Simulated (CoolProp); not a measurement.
R123 at 293.15 K and 3.08 MPa is throttled through a valve to 0.445 MPa with no heat exchange. Each further row changes one setting.

Computed with CoolProp (reference Helmholtz-energy equation of state, Younglove 1994). It is a modified Benedict-Webb-Rubin equation, recast in Helmholtz form.

```csv
case,temperature change (K),final density (kg/m³)
as stated,…,1480
outlet pressure 0.134 MPa,+1.0,…
outlet pressure 0.579 MPa,…,1480
```

Problem. Complete the blanks.

Solution. 
- as stated, temperature change (K): +0.9
- outlet pressure 0.134 MPa, final density (kg/m³): 1470
- outlet pressure 0.579 MPa, temperature change (K): +0.8
